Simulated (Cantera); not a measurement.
A closed system holds: 1 mol CuF2, 0.39 mol H2O, 130 mol N2, at 10.0 mbar.

Method: chemical equilibrium by Gibbs-energy minimisation in Cantera with the NASA 1993 tables (ideal gas, pure condensed phases). Candidate condensed phases: Cu, CuF2, CuO, Cu(OH)2, Cu2O, H2O; 45 gas species. Mutual solubility and eutectic melting of coexisting phases are not modelled. Equilibrium is a limit: real reactors are often held back by kinetics, nucleation or transport.

Q: At 752 °C, list the 5 most abundant gas species with their mole fractions, and the condensed phases.

A: N2 0.990, HF 0.00594, CuF2 0.00252, O2 0.000833, CuF 0.000734. Condensed: CuF2(s) + Cu2O(s).
